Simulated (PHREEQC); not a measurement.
A solution holds 0.0022 mol/kgw H2SeO4, at 25 °C. Closed to the air; pH follows from the charge balance.

All values are PHREEQC results (ion-association model, wateq4f.dat), not measurements.

This is a speciation only: nothing precipitates in the calculation.

Problem. What pH, ionic strength does the model give?

Solution. pH 2.42; ionic strength 0.00607 mol/kgw.

Problem. In which forms is Se present?

Solution. SeO4-2 88 %, HSeO4- 12 % of the Se.
